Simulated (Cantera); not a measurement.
# NO annealing gas

An isothermal, constant-pressure homogeneous reactor starts with NO : N2 = 1 : 3.1 (molar parts), at 1975 K and 0.0267 bar.

Model: GRI-Mech 3.0 (53 species, 325 reactions), integrated in Cantera. Radical loss at walls, strong at low pressure, is not modelled.

```csv
t (s),x NO,x O,x N2O,x O2,x NO2,x N2
2.00e-5,0.244,3.07e-8,3.06e-8,2.69e-12,4.74e-12,0.756
6.54e-5,0.244,1.00e-7,1.00e-7,2.87e-11,5.04e-11,0.756
0.000214,0.244,3.29e-7,3.26e-7,3.09e-10,5.33e-10,0.756
0.000700,0.244,1.09e-6,1.05e-6,3.31e-9,5.40e-9,0.756
0.00229,0.244,3.67e-6,3.29e-6,3.63e-8,5.02e-8,0.756
0.00749,0.244,1.32e-5,9.37e-6,4.23e-7,3.69e-7,0.756
0.0245,0.244,5.15e-5,2.03e-5,5.69e-6,1.90e-6,0.756
0.0801,0.244,0.000168,2.54e-5,8.13e-5,5.73e-6,0.756
0.262,0.242,0.000267,2.40e-5,0.000667,8.37e-6,0.757
0.857,0.238,0.000317,2.26e-5,0.00297,1.05e-5,0.759
2.80,0.221,0.000446,1.85e-5,0.0114,1.56e-5,0.768
9.17,0.159,0.000734,8.68e-6,0.0418,2.07e-5,0.798
30.0,0.0431,0.00108,6.03e-7,0.0998,8.69e-6,0.856
```
x: mole fraction; the columns are a selection and need not sum to one.

Equilibrium at this temperature and pressure: NO 0.00568, O 0.00117, N2O 5.50e-8, O2 0.118, NO2 1.25e-6, N2 0.875 (gas phase only).
